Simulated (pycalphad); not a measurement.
CALPHAD calculation (pycalphad, COST 507 light-alloy database (1999)), 1 atm. These are 1990s assessments: newer ones move some temperatures and phases. Phase fractions are per mole of atoms.

Q: Give the equilibrium state of Si-6.876Cu (wt.%) at 1377 °C.

A: DIAMOND_A4, fraction 0.548, with no Cu wt.%; LIQUID, fraction 0.452, with 14.5 Cu wt.%.

Q: Give the equilibrium state of Si-6.876Cu (wt.%) at 337 °C.

A: 
```
T = 610.00 K, P = 101325 Pa, N = 1 mol of atoms
G = -14571 J/mol, H = 7187 J/mol, S = 35.67 J/(mol K)  (SER reference)
chemical potentials (J/mol): Si -14194, Cu -26147
phase             fraction      x(Si)      x(Cu)
DIAMOND_A4          0.9584     1.0000       none
CU19SI6_ETA         0.0416     0.2400     0.7600
```

Database names, with the compositions (at.%) that they take in these runs: CU19SI6_ETA: Cu 76 Si 24. DIAMOND_A4 is diamond (Si). An entry "none" or "no" means that the model of the phase leaves that element out.
